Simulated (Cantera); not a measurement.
Charge: 1 mol AlCl₃, 0.9 mol N₂O, 230 mol H₂, at 2123 K and 0.000530 bar.

Method: chemical equilibrium by Gibbs-energy minimisation in Cantera with the NASA 1993 tables (ideal gas, pure condensed phases). Candidate condensed phases: Al, AlCl₃, AlN, Al₂O₃, H₂O, NH₄Cl; 45 gas species. The tables' values for AlOH are old estimates; treat these amounts as uncertain. Equilibrium is a limit: real reactors are often held back by kinetics, nucleation or transport.

Base state: H₂ 0.837, H 0.143, HCl 0.00820, N₂ 0.00358, H₂O 0.00337, AlCl 0.00271, Al 0.00109, Cl 0.00102 (mole fractions); condensed: gas only.

Question: What changes in the equilibrium state with this change: N₂O from 0.9 to 2.3 mol?

Answer: 
```
species   before     after
-------  -------  --------
H₂         0.837     0.827
H          0.143     0.142
N₂       0.00358   0.00911
H₂O      0.00337   0.00858
AlCl     0.00271   0.00254
O        8.57e-6   2.21e-5
OH       7.10e-5  0.000182
AlOCl    1.47e-5   3.55e-5
AlO      1.91e-5   4.55e-5
```

Question: What changes in the equilibrium state with this change: N₂O from 0.9 to 5.3 mol?

Answer: 
```tsv
species	before	after
H₂	0.837	0.810
H	0.143	0.140
N₂	0.00358	0.0208
H₂O	0.00337	0.0167
AlCl	0.00271	0.00105
O	8.57e-6	4.40e-5
OH	7.10e-5	0.000358
Al	0.00109	0.000358
AlOCl	1.47e-5	2.91e-5
Al₂O₃(s), mol	0	0.294
```
